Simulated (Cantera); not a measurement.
## B + Cl₂ (chemical vapour transport)

Input: 1 mol B, 1.3 mol Cl₂, at 1325 °C and 9.10 bar.

Equilibrium computed with Cantera from the NASA thermochemical tables; the gas is ideal and each condensed phase is pure. Candidate condensed phases: B; 7 gas species. The tables' values for BCl₂, BCl are old estimates; treat these amounts as uncertain. The numbers say what is thermodynamically allowed, not how fast it happens.

```json
{
 "x(BCl₃)": "0.997",
 "x(BCl₂)": "0.00284",
 "x(BCl)": "0.000133",
 "x(Cl)": "7.77e-6",
 "n(B(s))": "0.132 mol",
 "gas_amount": "0.8676 mol"
}
```
